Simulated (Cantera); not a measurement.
An isothermal, constant-pressure homogeneous reactor starts with 27.8 % C₂H₆, 72.2 % N₂, at 1398 K and 750 Torr.

Cantera simulation using GRI-Mech 3.0 (53 species, 325 reactions); the numbers are that mechanism's predictions, not measurements. GRI-Mech 3.0 stops at C3 and has no aromatics, soot or wall deposition, so with more carbon than oxygen in the feed, carbon stays in small species such as C2H2 where larger ones or solid carbon would form.

One state of this run: x C₂H₆ = 0.000105; x H₂ = 0.224; x C₂H = 1.21e-9; x CH₃ = 2.08e-5; x H = 2.25e-6; x CH₄ = 0.103. x: mole fraction; the columns are a selection and need not sum to one.

Question: Which value of t (s) does it belong to?
A. 0.000472
B. 1.27
C. 30.0
D. 9.71e-5

Answer: C, 30.0
